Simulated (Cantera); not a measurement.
A Cantera script and what it prints.

```python
import numpy as np
import cantera as ct

gas_names = """
    H HO2 H2 H2O H2O2 O OH O2 O3 Pb PbO Pb2
""".split()
cond_names = """
    H2O(s) H2O(L) Pb(cr) Pb(L) PbO(rd) PbO(yw) PbO(L) PbO2(s) Pb3O4(s)
""".split()


def load(file, names, dense=False):
    # The tables refer to 1 bar. Condensed volumes are neglected.
    table = {s.name: s for s in ct.Species.list_from_file(file)}
    out = []
    for n in names:
        d = dict(table[n].input_data)
        d["thermo"] = dict(d["thermo"], **{"reference-pressure": 1e5})
        if dense:
            d["equation-of-state"] = {"model": "constant-volume", "density": "1e6 g/cm^3"}
        out.append(ct.Species.from_dict(d))
    return out


gas = ct.Solution(thermo="ideal-gas", species=load("nasa_gas.yaml", gas_names))
cond = {s.name: ct.Solution(thermo="fixed-stoichiometry", species=[s], name=s.name)
        for s in load("nasa_condensed.yaml", cond_names, dense=True)}
atoms = {
    'PbO': {'Pb': 1, 'O': 1},
    'H2O': {'H': 2, 'O': 1},
}
top_T = {'Pb3O4(s)': 820}  # K; cautious upper limits of use, not melting points


def equilibrate(T, P, feed):
    n = {}
    for name, mol in feed.items():
        for a, k in atoms[name].items():
            n[a] = n.get(a, 0.0) + k * mol
    gas.TPX = T, P, n
    mass = sum(n.values()) * gas.mean_molecular_weight
    gas.equilibrate("TP")
    valid = [c for c in cond.values() if c.min_temp <= T <= top_T.get(c.name, c.max_temp)]
    mix = ct.Mixture([(gas, mass / gas.mean_molecular_weight)] + [(c, 0.0) for c in valid])
    mix.T, mix.P = T, P
    mix.equilibrate("TP", solver="vcs", rtol=1e-11, max_steps=5000)
    return mix


results = []
feed = {'PbO': 1, 'H2O': 2.3}  # mol
P = 180000  # Pa
for T in [748, 823, 898, 973, 1048, 1123, 1198, 1273, 1348, 1423, 1498, 1573, 1648, 1723]:
    mix = equilibrate(T, P, feed)
    results.append((T, P, feed, dict(zip(mix.species_names, mix.species_moles))))

top = {s: max(r[3][s] / sum(r[3][g] for g in gas_names) for r in results) for s in gas_names}
cols = sorted((s for s in top if top[s] > 0.001), key=lambda s: -top[s])[:6]
seen = [c for c in cond_names if any(r[3].get(c, 0) > 1e-12 for r in results)]
print("log10 of partial pressures in bar; condensed amounts in mol")
print(f"{'T/K':>10s}" + "".join(f"{s[:9]:>10s}" for s in cols + seen))
for T, P, feed, n in results:
    ng = sum(n[g] for g in gas_names)
    print(f"{T:10.4g}" + "".join(f"{np.log10(max(n[s] / ng * P / 1e5, 1e-99)):10.3f}" for s in cols)
          + "".join(f"{n.get(c, 0):10.4g}" for c in seen))
```

It prints:

```
log10 of partial pressures in bar; condensed amounts in mol
       T/K       H2O       PbO        Pb        O2   PbO(rd)   PbO(yw)    PbO(L)
       748     0.255   -11.430   -13.325    -9.634         1         0         0
       823     0.255    -9.644   -11.263    -8.588         0         1         0
       898     0.255    -8.163    -9.552    -7.717         0         1         0
       973     0.255    -6.917    -8.116    -6.970         0         1         0
      1048     0.255    -5.856    -6.901    -6.309         0         1         0
      1123     0.255    -4.941    -5.878    -5.688         0         1         0
      1198     0.255    -4.184    -5.051    -5.093         0         0    0.9999
      1273     0.255    -3.553    -4.375    -4.537         0         0    0.9996
      1348     0.255    -2.998    -3.791    -4.017         0         0    0.9985
      1423     0.254    -2.505    -3.279    -3.539         0         0    0.9953
      1498     0.253    -2.065    -2.825    -3.104         0         0     0.987
      1573     0.249    -1.671    -2.418    -2.708         0         0    0.9674
      1648     0.240    -1.316    -2.051    -2.348         0         0    0.9243
      1723     0.222    -0.994    -1.719    -2.019         0         0     0.834
```

These are equilibrium values from Cantera (NASA tables, ideal gas, pure condensed phases), not measurements of a reactor. Gases not in the tables: (PbO)n polymers.
